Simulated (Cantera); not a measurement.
Diamond growth

A diamond (100) surface in a fixed gas of H2 with x(CH4) = 0.0083, x(H) = 0.00055, at 923 K, 73.5 Torr; coverages are run to steady state.

Model: the Harris–Goodwin 1993 mechanism for the reconstructed diamond (100) surface, integrated in Cantera.

| x(CH3) | growth (µm/h) | θ c6HH | θ c6H* | θ c6*H | θ c6** | θ c6HM |
|---|---|---|---|---|---|---|
| 1e-06 | 0.0335 | 0.671 | 0.0120 | 0.311 | 0.00500 | 0.00132 |
| 2.3e-06 | 0.0770 | 0.669 | 0.0120 | 0.310 | 0.00499 | 0.00303 |
| 5.2e-06 | 0.173 | 0.666 | 0.0119 | 0.308 | 0.00496 | 0.00681 |
| 1.2e-05 | 0.395 | 0.659 | 0.0118 | 0.305 | 0.00489 | 0.0155 |
| 2.7e-05 | 0.865 | 0.643 | 0.0115 | 0.297 | 0.00474 | 0.0340 |
| 6.2e-05 | 1.87 | 0.610 | 0.0109 | 0.282 | 0.00442 | 0.0737 |
| 0.00014 | 3.75 | 0.547 | 0.00973 | 0.252 | 0.00383 | 0.148 |
| 0.00032 | 6.79 | 0.445 | 0.00787 | 0.204 | 0.00289 | 0.268 |
| 0.00073 | 10.6 | 0.319 | 0.00556 | 0.144 | 0.00177 | 0.417 |
θ: site fractions in the mechanism's names (c6HH fully hydrogenated, c6H* and c6*H radical sites, c6** diradical, c6HM methylated).
